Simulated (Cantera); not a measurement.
Standard-state values (1 bar) from the NASA 1993 polynomials, evaluated with Cantera. Values are per mole of reaction as written; species without (g) are pure solids or liquids, kept so even where they would boil at 1 bar.

H(g) + LiCl(g) = Li + HCl(g)

```csv
T (K),ΔH° (kJ),ΔS° (J/K),ΔG° (kJ),log10 K,condensed phases
300,-114.6,-111.6,-81.1,14.12,Li(s)
1225,[?],[?],[?],[?],Li(l)
1325,[?],[?],[?],[?],Li(l)
1425,-109.0,-101.9,36.2,-1.33,Li(l)
1525,-108.5,-101.6,46.4,-1.59,Li(l)
1625,-108.0,-101.3,56.5,-1.82,Li(l)
1725,[?],[?],[?],[?],Li(l)
```

Q: Fill in the missing entries.

A: 
- 1225, ΔH° (kJ): -109.7
- 1225, ΔS° (J/K): -102.4
- 1225, ΔG° (kJ): 15.8
- 1225, log10 K: -0.67
- 1325, ΔH° (kJ): -109.4
- 1325, ΔS° (J/K): -102.2
- 1325, ΔG° (kJ): 26.0
- 1325, log10 K: -1.02
- 1725, ΔH° (kJ): -107.5
- 1725, ΔS° (J/K): -100.9
- 1725, ΔG° (kJ): 66.6
- 1725, log10 K: -2.02
